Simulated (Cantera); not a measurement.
Charge: 1 mol Si₃H₈, 0.24 mol Cl₂, 100 mol H₂, held at 973.15 K and 0.00160 bar.

Equilibrium computed with Cantera from the NASA thermochemical tables; the gas is ideal and each condensed phase is pure. The feed counts by its element totals alone. Kinetics and transport are ignored.

| species | before | after |
|---|---|---|
| H₂ | 0.995 | 0.998 |
| HCl | 0.00447 | 0.00157 |
| SiCl₂ | 3.23e-5 | 3.95e-6 |
| Si(s), mol | 2.99 | 3.00 |
Gas species are given as mole fractions.

What was changed between the two runs?
A. Cl₂ from 0.24 to 0.027 mol
B. Si₃H₈ replaced by Si₂Cl₆
C. Cl₂ from 0.24 to 0.035 mol
D. Cl₂ from 0.24 to 0.082 mol

D, Cl₂ from 0.24 to 0.082 mol
